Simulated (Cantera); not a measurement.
Feed: 1 mol BCl3, 1.3 mol O2, 0.12 mol H2, 7.8 mol N2, held at 1527 °C and 27.8 Torr.

These are equilibrium values from Cantera (NASA tables, ideal gas, pure condensed phases), not measurements of a reactor. Candidate condensed phases: B, BN, B2O3, B3O3H3, H2O, NH4Cl; 49 gas species. The tables' values for BOCl are old estimates; treat these amounts as uncertain. Equilibrium is a limit: real reactors are often held back by kinetics, nucleation or transport.

Base state: N2 0.668, Cl 0.200, O2 0.0471, B2O3 0.0355, HCl 0.0180, Cl2 0.0148, BOCl 0.00942, BO2 0.00288 (mole fractions); condensed: gas only.

What changes in the equilibrium state with this change: pressure from 27.8 Torr to 58.5 Torr?


```json
[
 {"species": "N2", "before": "0.668", "after": "0.675"},
 {"species": "Cl", "before": "0.200", "after": "0.180"},
 {"species": "O2", "before": "0.0471", "after": "0.0480"},
 {"species": "Cl2", "before": "0.0148", "after": "0.0254"},
 {"species": "BOCl", "before": "0.00942", "after": "0.0102"},
 {"species": "HCl", "before": "0.0180", "after": "0.0184"},
 {"species": "B2O3", "before": "0.0355", "after": "0.0358"},
 {"species": "B3O3Cl3", "before": "1.88e-6", "after": "1.07e-5"},
 {"species": "BCl3", "before": "1.27e-5", "after": "3.40e-5"},
 {"species": "O", "before": "0.000137", "after": "9.54e-5"},
 {"species": "ClO", "before": "0.000149", "after": "0.000196"}
]
```

What changes in the equilibrium state with this change: temperature from 1527 °C to 675 °C?


| species | before | after |
|---|---|---|
| N2 | 0.668 | 0.782 |
| Cl2 | 0.0148 | 0.138 |
| O2 | 0.0471 | 0.0551 |
| Cl | 0.200 | 0.000332 |
| B2O3 | 0.0355 | <1e-9 |
| HCl | 0.0180 | 0.0239 |
| HBO2 | 0.00249 | 4.16e-7 |
| BOCl | 0.00942 | <1e-9 |
| BO2 | 0.00288 | <1e-9 |
| B2O3(l), mol | 0 | 0.500 |
